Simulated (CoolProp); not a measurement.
Saturation properties of carbonyl sulfide (Tc = 378.8 K, pc = 6369 kPa, ω = 0.098).

The numbers come from the reference Helmholtz-energy equation of state, Lemmon 2006 in CoolProp. It is a short technical equation, of lower accuracy than the large ones.

| T (K) | p (kPa) | liquid density (kg/m³) | vapour density (kg/m³) | liquid cp (kJ/(kg K)) | surface tension (mN/m) |
|---|---|---|---|---|---|
| 295.2 | [?] | 998.8 | 34.55 | 1.356 | 8.64 |
| 304.2 | 1484 | 972.3 | 43.16 | 1.400 | 7.36 |
| 313.3 | 1832 | 943.7 | 53.65 | 1.456 | 6.13 |
| 322.3 | 2230 | 913.2 | 66.20 | 1.527 | 4.98 |
| 331.3 | 2688 | 880.1 | 81.50 | 1.621 | 3.90 |
| 340.4 | 3216 | 842.9 | 100.7 | 1.756 | [?] |
| 349.4 | [?] | 801.2 | [?] | 1.963 | 1.98 |
| 358.5 | [?] | 751.3 | 157.3 | [?] | [?] |

Task: Some entries are withheld; supply them.

Result: 
- 295.2, p (kPa): 1190
- 340.4, surface tension (mN/m): 2.89
- 349.4, p (kPa): 3810
- 349.4, vapour density (kg/m³): 124.8
- 358.5, p (kPa): 4490
- 358.5, liquid cp (kJ/(kg K)): 2.343
- 358.5, surface tension (mN/m): 1.18

It boils at 223.0 K under 1 atm.

Surface tension comes from a separate correlation (Mulero 2012).
